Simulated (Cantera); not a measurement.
A Cantera script and what it prints.

```python
import numpy as np
import cantera as ct

gas_names = [...]  # 130 gases of nasa_gas.yaml made of C, H, Mg, O, S
cond_names = """
    C(gr) C6H6(L) C7H8(L) C8H18(L),n-octa H2O(s) H2O(L) H2SO4(L) Mg(cr) Mg(L) MgCO3(s) MgO(s) MgO(L)
    MgO2H2(s) MgS(s) MgSO4(s) MgSO4(L) S(cr1) S(cr2) S(L)
""".split()


# ... load() reads the species with a 1 bar reference pressure and builds the phases ...
atoms = {
    'MgCO3': {'Mg': 1, 'C': 1, 'O': 3},
    'H2S': {'H': 2, 'S': 1},
    'CO2': {'C': 1, 'O': 2},
}
top_T = {'C(gr)': 4500, 'MgS(s)': 2250}  # K; cautious upper limits of use, not melting points


# ... equilibrate(T, P, feed) seeds the gas with the atoms and calls Mixture.equilibrate('TP', solver="vcs", rtol=1e-11, max_steps=5000) ...
results = []
feed = {'MgCO3': 1, 'H2S': 1.2, 'CO2': 3.6}  # mol
T = 825  # K
P = 3200  # Pa
mix = equilibrate(T, P, feed)
results.append((T, P, feed, dict(zip(mix.species_names, mix.species_moles))))
x = sorted(zip(gas.X, gas.species_names), reverse=True)
print(f"T = {T:g} K  P = {P:g} Pa  gas = {mix.phase_moles(0):.4g} mol")
print("   x: " + "  ".join(f"{s} {v:.3e}" for v, s in x if v > 0.0001))
print("   condensed (mol): " + ("  ".join(f"{mix.phase(i).name} {mix.phase_moles(i):.4g}"
      for i in range(1, mix.n_phases) if mix.phase_moles(i) > 1e-12) or "none"))
```

It prints:

```
T = 825 K  P = 3200 Pa  gas = 5.885 mol
   x: CO2 7.356e-01  H2S 1.524e-01  H2O 4.614e-02  CO 2.371e-02  COS 2.215e-02  S2 1.448e-02  H2 5.309e-03  CS2 1.596e-04
   condensed (mol): MgO(s) 1
```

Cantera equilibrium calculation (NASA polynomials, part measured and part estimated; ideal gas, pure solids and liquids). Gases not in the tables: S3 to S7.
